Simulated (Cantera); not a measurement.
Ignition delay

Mixture: 42.6 % H2, 11.2 % O2, 46.0 % N2, 0.141 % NO, at 9.67 atm, adiabatic and at constant volume. Ignition delay is the time to a rise of 400 K.

Model: GRI-Mech 3.0 (53 species, 325 reactions), integrated in Cantera. The hydrogen kinetics of GRI-Mech 3.0 are dated; newer H2 mechanisms differ, most at raised pressure. The mechanism lacks 2 NO + O2 → 2 NO2 and HONO, so NO2 and the effect of NO are under-described below about 1400 K.

```json
[
 {"T0 (K)": "1048", "delay (ms)": "0.154"},
 {"T0 (K)": "1148", "delay (ms)": "0.0357"},
 {"T0 (K)": "1248", "delay (ms)": "0.00882"},
 {"T0 (K)": "1348", "delay (ms)": "0.00347"},
 {"T0 (K)": "1448", "delay (ms)": "0.00198"},
 {"T0 (K)": "1548", "delay (ms)": "0.00133"},
 {"T0 (K)": "1648", "delay (ms)": "0.000978"}
]
```

The apparent activation energy between 1448 and 1648 K is 70 kJ/mol.
